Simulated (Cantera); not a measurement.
**Counterflow diffusion flame**

A counterflow diffusion flame at 1.30 bar, nozzles 20 mm apart: fuel side 100 % CH₄ at 575 K, oxidiser side 28.0 % O₂, 72.0 % N₂ at 400 K, fuel mass flux 0.64 times the oxidiser's; mixture-averaged transport, no radiation.

Cantera simulation using GRI-Mech 3.0 (53 species, 325 reactions); the numbers are that mechanism's predictions, not measurements. GRI-Mech 3.0 has no aromatics or soot, which form on the fuel side of real flames. The maximum strain rate includes the flame's own expansion and is several times the mean.

```json
[
 {"oxidiser flux (kg/m²/s)": "0.33", "max strain (1/s)": "203", "mean strain (1/s)": "38.7", "T max (K)": "2405", "peak x OH": "0.0146", "peak x H": "0.00578", "peak x NO": "0.000680", "peak x CO": "0.0936", "peak x C₂H₂": "0.0229"},
 {"oxidiser flux (kg/m²/s)": "0.47", "max strain (1/s)": "275", "mean strain (1/s)": "55.1", "T max (K)": "2376", "peak x OH": "0.0146", "peak x H": "0.00604", "peak x NO": "0.000588", "peak x CO": "0.0912", "peak x C₂H₂": "0.0223"},
 {"oxidiser flux (kg/m²/s)": "0.67", "max strain (1/s)": "376", "mean strain (1/s)": "78.6", "T max (K)": "2352", "peak x OH": "0.0146", "peak x H": "0.00632", "peak x NO": "0.000520", "peak x CO": "0.0889", "peak x C₂H₂": "0.0215"},
 {"oxidiser flux (kg/m²/s)": "0.95", "max strain (1/s)": "513", "mean strain (1/s)": "111", "T max (K)": "2336", "peak x OH": "0.0147", "peak x H": "0.00664", "peak x NO": "0.000469", "peak x CO": "0.0870", "peak x C₂H₂": "0.0207"},
 {"oxidiser flux (kg/m²/s)": "1.4", "max strain (1/s)": "725", "mean strain (1/s)": "164", "T max (K)": "2319", "peak x OH": "0.0147", "peak x H": "0.00697", "peak x NO": "0.000415", "peak x CO": "0.0849", "peak x C₂H₂": "0.0197"},
 {"oxidiser flux (kg/m²/s)": "2", "max strain (1/s)": "998", "mean strain (1/s)": "235", "T max (K)": "2303", "peak x OH": "0.0145", "peak x H": "0.00724", "peak x NO": "0.000367", "peak x CO": "0.0831", "peak x C₂H₂": "0.0187"},
 {"oxidiser flux (kg/m²/s)": "2.8", "max strain (1/s)": "1350", "mean strain (1/s)": "328", "T max (K)": "2287", "peak x OH": "0.0143", "peak x H": "0.00747", "peak x NO": "0.000321", "peak x CO": "0.0816", "peak x C₂H₂": "0.0177"}
]
```
x: mole fraction; the columns are a selection and need not sum to one.
